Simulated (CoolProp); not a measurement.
Vapour-liquid equilibrium of dimethyl ether (1) + 1-butene (2) at 314.7 K; x and y are mole fractions of (1).

Computed with CoolProp (multi-fluid Helmholtz-energy mixture model, Wu 2011 and Lemmon 2005; pair parameters Bell 2016).

### Question
Give the bubble pressure and the first vapour's composition at x = 0.35, 0.65, 0.95. Is there an azeotrope?

### Answer
x = 0.35: 0.6718 MPa, y = 0.503; x = 0.65: 0.8033 MPa, y = 0.753; x = 0.95: 0.9103 MPa, y = 0.964. No azeotrope shows between x = 0.05 and 0.95.

The pair parameters rest on a limited set of measurements; away from them the model extrapolates.
